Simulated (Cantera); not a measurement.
A Cantera script and what it prints.

```python
import numpy as np
import cantera as ct

gas_names = """
    C CH CH2 CH3 CH4 C2 C2H C2H2,acetylene C2H2,vinylidene C2H3,vinyl C2H4 C2H5 C2H6 C3 C3H3,propargyl
    C3H4,allene C3H4,propyne C3H4,cyclo- C3H5,allyl C3H6,propylene C3H6,cyclo- C3H7,n-propyl
    C3H7,i-propyl C3H8 C4 C4H2 C4H4,1,3-cyclo- C4H6,butadiene C4H6,2-butyne C4H6,cyclo- C4H8,1-butene
    C4H8,cis2-buten C4H8,tr2-butene C4H8,isobutene C4H8,cyclo- C4H9,n-butyl C4H9,i-butyl C4H9,s-butyl
    C4H9,t-butyl C4H10,isobutane C4H10,n-butane C5 C5H6,1,3cyclo- C5H8,cyclo- C5H10,1-pentene
    C5H10,cyclo- C5H11,pentyl C5H11,t-pentyl C5H12,n-pentane C5H12,i-pentane CH3C(CH3)2CH3 C6H2
    C6H5,phenyl C6H6 C6H10,cyclo- C6H12,1-hexene C6H12,cyclo- C6H13,n-hexyl C7H7,benzyl C7H8
    C7H14,1-heptene C7H15,n-heptyl C7H16,n-heptane C8H8,styrene C8H10,ethylbenz C8H16,1-octene
    C8H17,n-octyl C8H18,isooctane C8H18,n-octane C9H19,n-nonyl C10H8,naphthale C10H21,n-decyl
    C12H9,o-bipheny C12H10,bipheny H H2 Si SiC SiC2 SiC4H12 SiH SiH2 SiH3 SiH4 Si2 Si2C Si3
""".split()
cond_names = """
    C(gr) C6H6(L) C7H8(L) C8H18(L),n-octa Si(cr) Si(L) SiC(b)
""".split()


def load(file, names, dense=False):
    # The tables refer to 1 bar. Condensed volumes are neglected.
    table = {s.name: s for s in ct.Species.list_from_file(file)}
    out = []
    for n in names:
        d = dict(table[n].input_data)
        d["thermo"] = dict(d["thermo"], **{"reference-pressure": 1e5})
        if dense:
            d["equation-of-state"] = {"model": "constant-volume", "density": "1e6 g/cm^3"}
        out.append(ct.Species.from_dict(d))
    return out


gas = ct.Solution(thermo="ideal-gas", species=load("nasa_gas.yaml", gas_names))
cond = {s.name: ct.Solution(thermo="fixed-stoichiometry", species=[s], name=s.name)
        for s in load("nasa_condensed.yaml", cond_names, dense=True)}
atoms = {
    'CH3SiH3': {'C': 1, 'H': 6, 'Si': 1},
    'CH4': {'C': 1, 'H': 4},
    'H2': {'H': 2},
    'C2H4': {'C': 2, 'H': 4},
}
top_T = {'C(gr)': 4500, 'SiC(b)': 3050}  # K; cautious upper limits of use, not melting points


def equilibrate(T, P, feed):
    n = {}
    for name, mol in feed.items():
        for a, k in atoms[name].items():
            n[a] = n.get(a, 0.0) + k * mol
    gas.TPX = T, P, n
    mass = sum(n.values()) * gas.mean_molecular_weight
    gas.equilibrate("TP")
    valid = [c for c in cond.values() if c.min_temp <= T <= top_T.get(c.name, c.max_temp)]
    mix = ct.Mixture([(gas, mass / gas.mean_molecular_weight)] + [(c, 0.0) for c in valid])
    mix.T, mix.P = T, P
    mix.equilibrate("TP", solver="vcs", rtol=1e-11, max_steps=5000)
    return mix


results = []
T = 1398  # K
P = 10000  # Pa
for m in [0.2, 0.26, 0.33, 0.41, 0.52, 0.66, 0.83, 1.1, 1.3, 1.7, 2.1, 2.7]:
    feed = {'CH3SiH3': 1, 'CH4': m, 'H2': 1800, 'C2H4': 0.21}  # mol
    mix = equilibrate(T, P, feed)
    results.append((T, P, feed, dict(zip(mix.species_names, mix.species_moles))))
    x = sorted(zip(gas.X, gas.species_names), reverse=True)
    print(f"T = {T:g} K  P = {P:g} Pa  n(CH4) = {m:g} mol  gas = {mix.phase_moles(0):.4g} mol")
    print("   x: " + "  ".join(f"{s} {v:.3e}" for v, s in x if v > 1e-06))
    print("   condensed (mol): " + ("  ".join(f"{mix.phase(i).name} {mix.phase_moles(i):.4g}"
          for i in range(1, mix.n_phases) if mix.phase_moles(i) > 1e-12) or "none"))
```

It prints:

```
T = 1398 K  P = 10000 Pa  n(CH4) = 0.2 mol  gas = 1803 mol
   x: H2 9.996e-01  CH4 3.405e-04  H 1.496e-05  C2H2,acetylene 1.491e-06
   condensed (mol): SiC(b) 1
T = 1398 K  P = 10000 Pa  n(CH4) = 0.26 mol  gas = 1803 mol
   x: H2 9.996e-01  CH4 3.731e-04  H 1.496e-05  C2H2,acetylene 1.790e-06
   condensed (mol): SiC(b) 1
T = 1398 K  P = 10000 Pa  n(CH4) = 0.33 mol  gas = 1803 mol
   x: H2 9.996e-01  CH4 4.111e-04  H 1.496e-05  C2H2,acetylene 2.173e-06
   condensed (mol): SiC(b) 1
T = 1398 K  P = 10000 Pa  n(CH4) = 0.41 mol  gas = 1803 mol
   x: H2 9.995e-01  CH4 4.364e-04  H 1.496e-05  C2H2,acetylene 2.450e-06
   condensed (mol): C(gr) 0.03312  SiC(b) 1
T = 1398 K  P = 10000 Pa  n(CH4) = 0.52 mol  gas = 1804 mol
   x: H2 9.995e-01  CH4 4.364e-04  H 1.496e-05  C2H2,acetylene 2.450e-06
   condensed (mol): C(gr) 0.143  SiC(b) 1
T = 1398 K  P = 10000 Pa  n(CH4) = 0.66 mol  gas = 1804 mol
   x: H2 9.995e-01  CH4 4.364e-04  H 1.496e-05  C2H2,acetylene 2.450e-06
   condensed (mol): C(gr) 0.2829  SiC(b) 1
T = 1398 K  P = 10000 Pa  n(CH4) = 0.83 mol  gas = 1804 mol
   x: H2 9.995e-01  CH4 4.364e-04  H 1.496e-05  C2H2,acetylene 2.450e-06
   condensed (mol): C(gr) 0.4527  SiC(b) 1
T = 1398 K  P = 10000 Pa  n(CH4) = 1.1 mol  gas = 1805 mol
   x: H2 9.995e-01  CH4 4.364e-04  H 1.496e-05  C2H2,acetylene 2.450e-06
   condensed (mol): C(gr) 0.7225  SiC(b) 1
T = 1398 K  P = 10000 Pa  n(CH4) = 1.3 mol  gas = 1805 mol
   x: H2 9.995e-01  CH4 4.364e-04  H 1.496e-05  C2H2,acetylene 2.450e-06
   condensed (mol): C(gr) 0.9223  SiC(b) 1
T = 1398 K  P = 10000 Pa  n(CH4) = 1.7 mol  gas = 1806 mol
   x: H2 9.995e-01  CH4 4.364e-04  H 1.496e-05  C2H2,acetylene 2.450e-06
   condensed (mol): C(gr) 1.322  SiC(b) 1
T = 1398 K  P = 10000 Pa  n(CH4) = 2.1 mol  gas = 1807 mol
   x: H2 9.995e-01  CH4 4.364e-04  H 1.496e-05  C2H2,acetylene 2.450e-06
   condensed (mol): C(gr) 1.722  SiC(b) 1
T = 1398 K  P = 10000 Pa  n(CH4) = 2.7 mol  gas = 1808 mol
   x: H2 9.995e-01  CH4 4.364e-04  H 1.496e-05  C2H2,acetylene 2.450e-06
   condensed (mol): C(gr) 2.321  SiC(b) 1
```

These are equilibrium values from Cantera (NASA tables, ideal gas, pure condensed phases), not measurements of a reactor. The feed counts by its element totals alone.
